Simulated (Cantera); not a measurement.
# trisilylamine + N2 (silicon nitride deposition)

Input: 1 mol trisilylamine, 10 mol N2, held at 0.0110 bar.

Equilibrium computed with Cantera from the NASA thermochemical tables; the gas is ideal and each condensed phase is pure. Candidate condensed phases: Si, Si3N4; 18 gas species. The feed counts by its element totals alone. The tables' values for SiN are old estimates; treat these amounts as uncertain. Gases not in the tables: Si2H6 and higher silanes. Equilibrium is a limit: real reactors are often held back by kinetics, nucleation or transport.

From 850 K to 1750 K the condensed part is Si3N4(s). From 1850 K to 2050 K the condensed part is Si(l).

| T (K) | x N2 | x H2 | x H | x Si | n Si3N4(s) | n Si(l) |
|---|---|---|---|---|---|---|
| 850 | 0.654 | 0.346 | 1.15e-10 | <1e-12 | 1.00 | 0 |
| 950 | 0.654 | 0.346 | 3.12e-9 | <1e-12 | 1.00 | 0 |
| 1050 | 0.654 | 0.346 | 4.55e-8 | <1e-12 | 1.00 | 0 |
| 1150 | 0.654 | 0.346 | 4.19e-7 | <1e-12 | 1.00 | 0 |
| 1250 | 0.654 | 0.346 | 2.71e-6 | <1e-12 | 1.00 | 0 |
| 1350 | 0.654 | 0.346 | 1.34e-5 | 7.12e-11 | 1.00 | 0 |
| 1450 | 0.654 | 0.346 | 5.31e-5 | 4.99e-9 | 1.00 | 0 |
| 1550 | 0.654 | 0.346 | 0.000177 | 2.00e-7 | 1.000 | 0 |
| 1650 | 0.654 | 0.346 | 0.000509 | 5.10e-6 | 1.000 | 0 |
| 1750 | 0.653 | 0.345 | 0.00130 | 8.93e-5 | 1.000 | 0 |
| 1850 | 0.699 | 0.298 | 0.00280 | 0.000586 | 0 | 2.99 |
| 1950 | 0.696 | 0.295 | 0.00594 | 0.00216 | 0 | 2.96 |
| 2050 | 0.691 | 0.290 | 0.0116 | 0.00703 | 0 | 2.88 |
x: gas mole fraction; n: condensed amount in mol.
